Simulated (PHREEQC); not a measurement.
PHREEQC input (ion-association model, wateq4f.dat):

```
SOLUTION_MASTER_SPECIES
  An  An-  0  An  62.0  # stands for a non-complexing anion
SOLUTION_SPECIES
  An- = An-
    -log_k 0
    -gamma 3.0 0
PHASES
  Fix_H+
    H+ = H+
    -log_k 0
SOLUTION 1
  temp 25
  units mmol/kgw
  pH 7 charge
  S(6) 0.56
  Cu(2) 0.56
  Na 5
  An 5
END
SELECTED_OUTPUT 1
  -reset false
  -pH true
  -pe true
  -ionic_strength true
  -water true
  -totals Cu Na S Cu(1) Cu(2) S(-2) S(6)
  -molalities Hfo_wOH Hfo_wOH2+ Hfo_wO- Hfo_sOH Hfo_sOH2+ Hfo_sO- Hfo_wSO4- Hfo_wOHSO4-2 Hfo_sOCu+ Hfo_wOCu+
  -saturation_indices Cu(OH)2 Brochantite Antlerite Mirabilite Chalcanthite
USER_PUNCH 1
  -headings sigma psi
  10 PUNCH EDL("sigma", "Hfo"), EDL("psi", "Hfo")
PRINT
  -reset false
USE solution 1
SURFACE 1
  Hfo_wOH 0.000606742 600 0.27
  Hfo_sOH 1.51685e-05
EQUILIBRIUM_PHASES 1
  Fix_H+ -3 HAn 10
    -force_equality true
  O2(g) -0.68 10
END
# ... the last block is repeated for the other 16 points of pH, with NaOH or the acid as the point needs
```

Selected output (columns that matter, 17 of 17 rows; pH added in front):

```
pH	mu	Cu	Na	S	m_Hfo_wOH	m_Hfo_wOH2+	m_Hfo_wO-	si_Cu(OH)2	si_Brochantite	si_Antlerite	si_Mirabilite	si_Chalcanthite	sigma	psi
3	0.0079921	0.00055974	0.005	0.00027747	6.7925e-07	0.0003235	3.2673e-11	-6.0576	-14.785	-10.318	-7.3453	-4.5529	0.032735	0.095369
3.38	0.0073588	0.00055862	0.005	0.00027726	1.5831e-06	0.00032228	1.7814e-10	-5.2937	-12.468	-8.7646	-7.321	-4.5277	0.031	0.094725
3.75	0.0070903	0.00055429	0.005	0.00027923	3.6185e-06	0.00032155	9.3286e-10	-4.5551	-10.241	-7.2763	-7.3072	-4.5166	0.030063	0.094134
4.12	0.0069568	0.00054481	0.005	0.00028441	8.1345e-06	0.00031873	4.756e-09	-3.8218	-8.0355	-5.8038	-7.294	-4.5107	0.029264	0.093284
4.5	0.0068549	0.0005234	0.005	0.00029551	1.7651e-05	0.00030212	2.3623e-08	-3.0789	-5.8043	-4.3154	-7.2738	-4.508	0.02834	0.092081
4.88	0.0066533	0.00045572	0.005	0.00031491	3.2732e-05	0.00023948	1.0249e-07	-2.3784	-3.7296	-2.9412	-7.2401	-4.5348	0.027553	0.091438
5.25	0.0063277	0.00033902	0.005	0.0003396	4.5413e-05	0.00013469	3.5076e-07	-1.7659	-1.9787	-1.8028	-7.1977	-4.6214	0.027604	0.092747
5.62	0.0062496	0.0002372	0.0051997	0.00036172	4.7152e-05	5.2691e-05	9.6662e-07	-1.1838	-0.3581	-0.7643	-7.131	-4.747	0.029285	0.095937
6	0.0062319	0.00017855	0.0053457	0.00037491	3.826e-05	1.4849e-05	2.2584e-06	-0.558	1.4033	0.3713	-7.0886	-4.863	0.03217	0.10063
6.38	0.0062148	0.00015245	0.0054278	0.00038113	2.7185e-05	3.6e-06	4.7027e-06	0.0872	3.2334	1.5562	-7.0664	-4.9688	0.03564	0.10577
6.75	0.0061909	0.00014363	0.0055177	0.00038594	2.0822e-05	1.032e-06	9.6242e-06	0.6395	4.71	2.4805	-7.0445	-5.1489	0.038053	0.10913
7.12	0.0061737	0.00014623	0.0056353	0.00039438	2.0419e-05	4.4108e-07	2.1654e-05	1.0059	5.447	2.8511	-7.0146	-5.511	0.037582	0.10858
7.5	0.0062109	0.0001611	0.0057451	0.00041498	2.5081e-05	2.7387e-07	5.262e-05	1.1963	5.4716	2.6852	-6.9753	-6.0578	0.034124	0.10363
7.88	0.0063277	0.00018865	0.0058562	0.00045582	3.1499e-05	1.9824e-07	0.00011466	1.3043	5.1834	2.2891	-6.9197	-6.67	0.02909	0.095306
8.25	0.0064827	0.00022115	0.0059749	0.00050696	3.5718e-05	1.5057e-07	0.00019411	1.3823	4.7997	1.8274	-6.8586	-7.2876	0.023162	0.083714
8.62	0.0065972	0.00024548	0.0060625	0.00054313	3.7144e-05	1.2483e-07	0.00025318	1.4298	4.2784	1.2586	-6.818	-7.9513	0.016497	0.067648
9	0.0066479	0.00025744	0.0061064	0.00055638	3.7235e-05	1.1413e-07	0.0002783	1.451	3.6134	0.5723	-6.8021	-8.6802	0.010167	0.047536
```

Along this series the solution becomes supersaturated in solids that the run did not let form, among them Cu(OH)2, Brochantite, Antlerite. The database's constant for dissolved Cu(OH)2 is higher than later reviews accept. The oxide is taken as insoluble; below pH 4 it would dissolve.
